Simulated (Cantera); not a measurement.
Cantera with NASA thermochemical tables; ideal gases at 1 bar, condensed phases pure. Values are per mole of reaction as written; species without (g) are pure solids or liquids, kept so even where they would boil at 1 bar.

Problem. Between 300 and 1850 K, where is each reaction favourable under standard conditions?
- O(g) + PbF₂ = 2 F(g) + PbO(g)

Solution. 
- O(g) + PbF₂ = 2 F(g) + PbO(g): ΔG° is 572 kJ at 300 K and 208 kJ at 1850 K; it stays positive (K < 1). ΔH° is 573 kJ and ΔS° 197 J/K at 1850 K.
